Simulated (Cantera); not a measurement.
**SiO2 + C + N2 (carbothermic reduction)**

Feed: 1 mol SiO2, 1 mol C, 1.3 mol N2, equilibrated at 2002 °C and 1330 Pa.

Method: chemical equilibrium by Gibbs-energy minimisation in Cantera with the NASA 1993 tables (ideal gas, pure condensed phases). Candidate condensed phases: C, Si, SiC, SiO2, Si2N2O, Si3N4; 34 gas species. Equilibrium is a limit: real reactors are often held back by kinetics, nucleation or transport.

```
Item                                        Value
--------------------------------------  ---------
x(N2)                                       0.394
x(CO)                                       0.303
x(SiO)                                      0.303
x(Si)                                     6.89e-5
x(CO2)                                    6.66e-5
x(SiO2)                                   1.95e-6
gas amount                              3.300 mol
log10 activity of Si(l) (absent)            -2.91
log10 activity of C(graphite) (absent)      -3.82
```
